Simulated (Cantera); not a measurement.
## Premixed flame

A freely propagating, adiabatic, planar premixed flame of 28.9 % H₂, 12.1 % O₂, 59.0 % N₂, unburnt at 500 K and 105 Torr; multicomponent transport, grid criteria slope 0.08 and curve 0.16, no radiation.

Model: the H2/O2 subset of GRI-Mech 3.0, which has no nitrogen chemistry, integrated in Cantera. Burning velocities carry a grid error of a few per cent, more on coarse grids.

```json
[
 {"z (mm)": "-18.5", "T (K)": "500", "u (m/s)": "3.78", "x H₂": "0.289", "x O₂": "0.121", "x H₂O₂": "<1e-8", "x HO₂": "<1e-8", "x O": "<1e-8", "x H₂O": "<1e-8"},
 {"z (mm)": "-12.3", "T (K)": "500", "u (m/s)": "3.78", "x H₂": "0.289", "x O₂": "0.121", "x H₂O₂": "<1e-8", "x HO₂": "<1e-8", "x O": "<1e-8", "x H₂O": "<1e-8"},
 {"z (mm)": "-9.24", "T (K)": "500", "u (m/s)": "3.78", "x H₂": "0.289", "x O₂": "0.121", "x H₂O₂": "<1e-8", "x HO₂": "<1e-8", "x O": "<1e-8", "x H₂O": "<1e-8"},
 {"z (mm)": "-6.16", "T (K)": "500", "u (m/s)": "3.78", "x H₂": "0.289", "x O₂": "0.121", "x H₂O₂": "<1e-8", "x HO₂": "8.87e-8", "x O": "<1e-8", "x H₂O": "<1e-8"},
 {"z (mm)": "-3.08", "T (K)": "506", "u (m/s)": "3.83", "x H₂": "0.288", "x O₂": "0.121", "x H₂O₂": "1.30e-6", "x HO₂": "6.18e-5", "x O": "4.31e-6", "x H₂O": "0.000344"},
 {"z (mm)": "-1.54", "T (K)": "656", "u (m/s)": "4.90", "x H₂": "0.266", "x O₂": "0.116", "x H₂O₂": "2.61e-6", "x HO₂": "3.86e-5", "x O": "0.000136", "x H₂O": "0.0129"},
 {"z (mm)": "0", "T (K)": "1059", "u (m/s)": "7.67", "x H₂": "0.146", "x O₂": "0.0745", "x H₂O₂": "4.42e-7", "x HO₂": "1.30e-5", "x O": "0.00484", "x H₂O": "0.102"},
 {"z (mm)": "1.54", "T (K)": "1325", "u (m/s)": "9.47", "x H₂": "0.0596", "x O₂": "0.0229", "x H₂O₂": "5.78e-7", "x HO₂": "3.58e-6", "x O": "0.00879", "x H₂O": "0.197"},
 {"z (mm)": "3.08", "T (K)": "1435", "u (m/s)": "10.2", "x H₂": "0.0541", "x O₂": "0.0163", "x H₂O₂": "5.13e-7", "x HO₂": "2.25e-6", "x O": "0.00865", "x H₂O": "0.209"},
 {"z (mm)": "6.16", "T (K)": "1556", "u (m/s)": "11.0", "x H₂": "0.0567", "x O₂": "0.0139", "x H₂O₂": "3.60e-7", "x HO₂": "1.67e-6", "x O": "0.00796", "x H₂O": "0.215"},
 {"z (mm)": "12.3", "T (K)": "1692", "u (m/s)": "11.8", "x H₂": "0.0589", "x O₂": "0.0114", "x H₂O₂": "2.03e-7", "x HO₂": "1.19e-6", "x O": "0.00671", "x H₂O": "0.223"},
 {"z (mm)": "24.6", "T (K)": "1830", "u (m/s)": "12.6", "x H₂": "0.0595", "x O₂": "0.00876", "x H₂O₂": "1.06e-7", "x HO₂": "8.13e-7", "x O": "0.00509", "x H₂O": "0.232"},
 {"z (mm)": "49.3", "T (K)": "1959", "u (m/s)": "13.4", "x H₂": "0.0588", "x O₂": "0.00613", "x H₂O₂": "5.66e-8", "x HO₂": "5.39e-7", "x O": "0.00343", "x H₂O": "0.241"}
]
```
x: mole fraction of selected species; z is measured from the peak of heat release.

```json
{
 "laminar_burning_velocity": "378 cm/s",
 "thermal_thickness": "6.16 mm",
 "peak x(H₂O₂)": "3.47e-6",
 "peak x(HO₂)": "6.61e-5",
 "peak x(O)": "0.00882",
 "grid_points": "148"
}
```
